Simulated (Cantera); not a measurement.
Input: 1 mol Ca(OH)2, 2.2 mol CO2, at 10000 Pa.

Cantera equilibrium calculation (NASA polynomials, part measured and part estimated; ideal gas, pure solids and liquids). Candidate condensed phases: C, C6H6, C7H8, C8H18, Ca, CaCO3, CaO, Ca(OH)2, H2O; 115 gas species. Kinetics and transport are ignored.

x: gas mole fraction; n: condensed amount in mol.

```json
[
 {"T (K)": "1225", "x CO2": "0.687", "x H2O": "0.312", "x CO": "1.92e-5", "x O2": "1.23e-5", "x OH": "…", "x H2": "5.96e-6", "x O": "4.67e-10", "n CaO(s)": "1.00"},
 {"T (K)": "1325", "x CO2": "0.687", "x H2O": "0.312", "x CO": "7.87e-5", "x O2": "4.76e-5", "x OH": "…", "x H2": "1.92e-5", "x O": "6.01e-9", "n CaO(s)": "1.00"},
 {"T (K)": "1425", "x CO2": "0.687", "x H2O": "0.312", "x CO": "0.000263", "x O2": "0.000153", "x OH": "…", "x H2": "5.26e-5", "x O": "5.43e-8", "n CaO(s)": "1.00"},
 {"T (K)": "1525", "x CO2": "0.686", "x H2O": "0.312", "x CO": "0.000748", "x O2": "0.000421", "x OH": "…", "x H2": "0.000126", "x O": "3.68e-7", "n CaO(s)": "1.000"},
 {"T (K)": "1625", "x CO2": "0.685", "x H2O": "0.312", "x CO": "0.00186", "x O2": "0.00102", "x OH": "…", "x H2": "0.000273", "x O": "1.97e-6", "n CaO(s)": "1.000"},
 {"T (K)": "1725", "x CO2": "0.682", "x H2O": "0.311", "x CO": "0.00416", "x O2": "0.00224", "x OH": "…", "x H2": "0.000540", "x O": "8.69e-6", "n CaO(s)": "1.000"},
 {"T (K)": "1825", "x CO2": "0.676", "x H2O": "0.309", "x CO": "0.00847", "x O2": "0.00449", "x OH": "…", "x H2": "0.000990", "x O": "3.25e-5", "n CaO(s)": "1.000"},
 {"T (K)": "1925", "x CO2": "0.665", "x H2O": "0.307", "x CO": "0.0159", "x O2": "0.00830", "x OH": "…", "x H2": "0.00171", "x O": "0.000106", "n CaO(s)": "1.000"},
 {"T (K)": "2025", "x CO2": "0.648", "x H2O": "0.303", "x CO": "0.0278", "x O2": "0.0143", "x OH": "…", "x H2": "0.00278", "x O": "0.000306", "n CaO(s)": "1.000"},
 {"T (K)": "2125", "x CO2": "0.623", "x H2O": "0.296", "x CO": "0.0457", "x O2": "0.0232", "x OH": "…", "x H2": "0.00432", "x O": "0.000795", "n CaO(s)": "1.000"}
]
```

Problem. What belongs in the gaps?

Solution. 
- 1225, x OH: 1.15e-6
- 1325, x OH: 5.38e-6
- 1425, x OH: 2.03e-5
- 1525, x OH: 6.44e-5
- 1625, x OH: 0.000177
- 1725, x OH: 0.000433
- 1825, x OH: 0.000957
- 1925, x OH: 0.00194
- 2025, x OH: 0.00365
- 2125, x OH: 0.00642
